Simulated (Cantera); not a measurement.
Mixture: 7.55 % CH₃OH, 11.3 % O₂, 69.1 % N₂, 12.1 % H₂O, equivalence ratio 1.0, at 28500 Torr, adiabatic and at constant volume. Ignition delay is the time to a rise of 400 K.

Cantera simulation using GRI-Mech 3.0 (53 species, 325 reactions); the numbers are that mechanism's predictions, not measurements. GRI-Mech 3.0 was tuned for natural gas; its chemistry of methanol as a main component is partial and can be far from experiment. The pressure lies above the range GRI-Mech 3.0 was tuned for (to about 10 atm).

Predict: delay at 1100 K; delay at 1250 K; delay at 1400 K; delay at 1550 K; delay at 1700 K; apparent activation energy between 1625 and 1775 K.

delay at 1100 K: 3.91 ms
delay at 1250 K: 0.253 ms
delay at 1400 K: 30.0 µs
delay at 1550 K: 5.81 µs
delay at 1700 K: 1.63 µs
apparent activation energy between 1625 and 1775 K: 180 kJ/mol
